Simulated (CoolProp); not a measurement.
Saturated liquid density (kg/m³) of the fluoroketone C6F12O (FK-5-1-12): the reference equation beside estimates from Tc = 168.7 °C, pc = 1.869 MPa, ω = 0.471. Rackett uses Z = 0.29056 − 0.08775 ω.

Computed with CoolProp (reference Helmholtz-energy equation of state, McLinden 2015).

| T (°C) | reference | Rackett | van der Waals | Soave-Redlich-Kwong | Peng-Robinson |
|---|---|---|---|---|---|
| 64.45 | 1475 | 1618 | 863.1 | 1338 | 1516 |
| 70.75 | 1453 | 1592 | 849.8 | 1315 | 1490 |
| 77.05 | 1430 | 1565 | 836.0 | 1290 | 1463 |
| 83.35 | 1406 | 1538 | 821.8 | 1264 | 1433 |
| 89.75 | 1381 | 1509 | 806.7 | 1236 | 1402 |
| 96.05 | 1356 | (withheld) | 791.2 | 1206 | 1369 |
| 102.35 | 1329 | 1448 | 775.0 | 1175 | 1334 |
| 108.65 | 1301 | 1415 | 758.0 | 1142 | 1296 |
| 114.95 | (withheld) | 1381 | 740.0 | 1107 | 1256 |
| 121.25 | 1239 | 1345 | 720.9 | 1069 | 1213 |
| 127.55 | 1205 | 1306 | 700.5 | 1029 | 1165 |
| 133.85 | 1168 | 1264 | 678.5 | 984.0 | 1114 |
| 140.15 | 1127 | 1217 | 654.3 | 934.8 | 1056 |
| 146.55 | 1080 | 1165 | (withheld) | 878.6 | 990.1 |

### Question
Complete the blanks.

### Answer

- 96.05, Rackett: 1479
- 114.95, reference: 1271
- 146.55, van der Waals: 626.9

Absolute difference from the reference over all 14 rows, mean and median: Rackett 8.8 and 8.9 %, van der Waals 41.7 and 41.7 %, Soave-Redlich-Kwong 12.6 and 11.9 %, Peng-Robinson 2.8 and 2.2 %.
